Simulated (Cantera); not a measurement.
A diamond (100) surface in a fixed gas of H2 with x(CH4) = 0.014, x(H) = 0.031, at 1025 K, 1800 Pa; coverages are run to steady state.

Cantera simulation using the Harris–Goodwin 1993 mechanism for the reconstructed diamond (100) surface; the numbers are that mechanism's predictions, not measurements.

One state of this run: growth (µm/h) = 0.903; θ c6HH = 0.573; θ c6H* = 0.0207; θ c6*H = 0.393; θ c6** = 0.0117; θ c6HM = 0.00134. θ: site fractions in the mechanism's names (c6HH fully hydrogenated, c6H* and c6*H radical sites, c6** diradical, c6HM methylated).

Task: Which value of x(CH3) does it belong to?
(A) 6e-06
(B) 8.7e-05
(C) 0.00052
(D) 0.0013

Result: B, 8.7e-05
